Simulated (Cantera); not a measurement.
A perfectly stirred reactor is fed with CH4 : CO2 = 1 : 4.1 (molar parts), at 13300 Pa; it is held at 2200 K, and followed from long to short residence time.

Computed with Cantera and GRI-Mech 3.0 (53 species, 325 reactions).

Question: Predict: x(CH4) at τ = 0.800 s; x(CO2) at τ = 0.800 s; x(C2H) at τ = 0.800 s; x(OH) at τ = 0.800 s; x(CH3) at τ = 0.800 s; x(CH4) at τ = 10.0 ms; x(CO2) at τ = 10.0 ms; x(C2H) at τ = 10.0 ms; x(OH) at τ = 10.0 ms; x(CH3) at τ = 10.0 ms.

Answer: 
```json
{
 "x(CH4) at τ = 0.800 s": "9.28e-5",
 "x(CO2) at τ = 0.800 s": "0.235",
 "x(C2H) at τ = 0.800 s": "1.83e-9",
 "x(OH) at τ = 0.800 s": "0.000505",
 "x(CH3) at τ = 0.800 s": "3.00e-5",
 "x(CH4) at τ = 10.0 ms": "0.00743",
 "x(CO2) at τ = 10.0 ms": "0.303",
 "x(C2H) at τ = 10.0 ms": "6.78e-6",
 "x(OH) at τ = 10.0 ms": "0.000379",
 "x(CH3) at τ = 10.0 ms": "0.00177"
}
```
